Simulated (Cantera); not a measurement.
Charge: 1 mol CH3Cl, 2 mol H2, held at 0.870 bar.

These are equilibrium values from Cantera (NASA tables, ideal gas, pure condensed phases), not measurements of a reactor. Candidate condensed phases: C, C6H6, C7H8, C8H18; 91 gas species. Kinetics and transport are ignored.

Q: What share of the C ends up in condensed phases as a function of T (°C), at 1650, 1750, 1850, 1950, 2050, 2150, 2250, 2350, 2450, 2550, 2650, 2750, 2850, 2950?

A: 
```json
[
 {"T (°C)": "1650", "C condensed (%)": "99.6", "as": "C(graphite)"},
 {"T (°C)": "1750", "C condensed (%)": "99.4", "as": "C(graphite)"},
 {"T (°C)": "1850", "C condensed (%)": "98.9", "as": "C(graphite)"},
 {"T (°C)": "1950", "C condensed (%)": "98.2", "as": "C(graphite)"},
 {"T (°C)": "2050", "C condensed (%)": "97.0", "as": "C(graphite)"},
 {"T (°C)": "2150", "C condensed (%)": "95.3", "as": "C(graphite)"},
 {"T (°C)": "2250", "C condensed (%)": "92.9", "as": "C(graphite)"},
 {"T (°C)": "2350", "C condensed (%)": "89.4", "as": "C(graphite)"},
 {"T (°C)": "2450", "C condensed (%)": "84.8", "as": "C(graphite)"},
 {"T (°C)": "2550", "C condensed (%)": "78.8", "as": "C(graphite)"},
 {"T (°C)": "2650", "C condensed (%)": "71.0", "as": "C(graphite)"},
 {"T (°C)": "2750", "C condensed (%)": "61.1", "as": "C(graphite)"},
 {"T (°C)": "2850", "C condensed (%)": "48.1", "as": "C(graphite)"},
 {"T (°C)": "2950", "C condensed (%)": "30.6", "as": "C(graphite)"}
]
```
